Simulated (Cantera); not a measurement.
A perfectly stirred reactor is fed with H2 : O2 : N2 = 1.5 : 1 : 3.76 (molar parts), equivalence ratio 0.75, at 14.0 bar; it is adiabatic with a 300 K inlet, and is followed from long to short residence time, starting on the burning branch (τ in s: 0.083, 0.031, 0.011, 0.0041, 0.0015, 0.00055, 0.0002, 7.4e-05, 2.7e-05).

Computed with Cantera and GRI-Mech 3.0 (53 species, 325 reactions). The hydrogen kinetics of GRI-Mech 3.0 are dated; newer H2 mechanisms differ, most at raised pressure. The pressure lies above the range GRI-Mech 3.0 was tuned for (to about 10 atm).

One state of this run: T (K) = 2112; x H2 = 0.000247; x O2 = 0.0446; x OH = 0.00203; x H = 1.50e-5; x NO = 0.000610; x H2O2 = 5.80e-7; x HO2 = 4.50e-6. x: mole fraction; the columns are a selection and need not sum to one.

Task: Which value of τ (s) does it belong to?
A) 0.0041
B) 0.011
C) 0.00055
D) 0.031

Result: D, 0.031
